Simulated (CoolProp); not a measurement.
The fluid at 648.62 K and 4.73 MPa flows at 0.65 m/s in a round tube of 25 mm bore and 0.25 µm roughness, fully developed (64/Re and Nu = 3.66 if laminar; Colebrook and Gnielinski if turbulent). The same conditions are run with several fluids, on thermodynamics alone (safety and materials aside).

Computed with CoolProp (reference Helmholtz-energy equation of state of each fluid (water: Wagner 2002; carbon dioxide: Span 1996; ammonia: Gao 2020; oxygen: Schmidt 1985)).

Problem. Rank water, carbon dioxide, ammonia, oxygen by Reynolds number, highest first.

Solution. carbon dioxide (20900), oxygen (12100), water (11900), ammonia (10500)

| fluid | Darcy friction factor | pressure drop (Pa/m) | heat-transfer coefficient (W/(m² K)) | mass flow (kg/h) |
|---|---|---|---|---|
| water | 0.0295 | 4.27 | 93.8 | 19.6 |
| carbon dioxide | 0.0256 | 8.40 | 100 | 44.6 |
| ammonia | 0.0305 | 3.95 | 105 | 17.6 |
| oxygen | 0.0294 | 6.89 | 72.6 | 31.8 |

Above 300 K oxygen's equation is extrapolated.

Transport values come from each fluid's own correlations.
